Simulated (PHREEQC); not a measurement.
**Brine**

Consider water at 20 °C with 0.025 mol/kgw MgSO4, 0.055 mol/kgw CaCl2 and 0.44 mol/kgw MgCl2. Closed to the air; pH follows from the charge balance.

The numbers come from PHREEQC with the Pitzer model, pitzer.dat.

No solid was allowed to form.

**Question.** What activity of water, osmotic coefficient does the model give?

**Answer.** activity of water 0.974; osmotic coefficient 0.935.
